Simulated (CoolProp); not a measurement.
A simple Rankine cycle with toluene: condensing at 327.15 K, boiler at 1.24 MPa, turbine inlet 505.2 K, turbine efficiency 0.75, pump efficiency 0.6, no recuperator. Each further row changes one setting.

Computed with CoolProp (reference Helmholtz-energy equation of state, Lemmon 2006). It is a short technical equation, of lower accuracy than the large ones.

```json
[
 {"case": "as stated", "thermal efficiency (%)": "19.1", "net work (kJ/kg)": "___", "heat in (kJ/kg)": "637", "turbine exit temperature (K)": "412.0", "volume ratio over the turbine": "___"},
 {"case": "turbine inlet 525.2 K", "thermal efficiency (%)": "19.0", "net work (kJ/kg)": "130", "heat in (kJ/kg)": "680", "turbine exit temperature (K)": "434.1", "volume ratio over the turbine": "87.0"},
 {"case": "condensing temperature 319.15 K", "thermal efficiency (%)": "___", "net work (kJ/kg)": "131", "heat in (kJ/kg)": "652", "turbine exit temperature (K)": "406.3", "volume ratio over the turbine": "___"},
 {"case": "boiler pressure 0.868 MPa", "thermal efficiency (%)": "___", "net work (kJ/kg)": "117", "heat in (kJ/kg)": "___", "turbine exit temperature (K)": "423.8", "volume ratio over the turbine": "58.6"},
 {"case": "turbine efficiency 0.65", "thermal efficiency (%)": "16.5", "net work (kJ/kg)": "___", "heat in (kJ/kg)": "637", "turbine exit temperature (K)": "422.5", "volume ratio over the turbine": "___"}
]
```

### Question
Complete the blanks.

### Answer

- as stated, net work (kJ/kg): 122
- as stated, volume ratio over the turbine: 89.9
- condensing temperature 319.15 K, thermal efficiency (%): 20.1
- condensing temperature 319.15 K, volume ratio over the turbine: 125
- boiler pressure 0.868 MPa, thermal efficiency (%): 18.0
- boiler pressure 0.868 MPa, heat in (kJ/kg): 651
- turbine efficiency 0.65, net work (kJ/kg): 105
- turbine efficiency 0.65, volume ratio over the turbine: 92.2
